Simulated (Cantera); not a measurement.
Charge: 1 mol C3H6, 9.5 mol H2, 0.26 mol N2, held at 23.0 Pa.

These are equilibrium values from Cantera (NASA tables, ideal gas, pure condensed phases), not measurements of a reactor. Candidate condensed phases: C, C6H6, C7H8, C8H18; 92 gas species. Equilibrium is a limit: real reactors are often held back by kinetics, nucleation or transport.

Q: At 2025 K, list the 5 most abundant gas species with their mole fractions, and the condensed phases.

A: H2 0.861, H 0.118, N2 0.0181, HCN 0.00203, C2H2 (acetylene) 0.000779. Condensed: C(graphite).
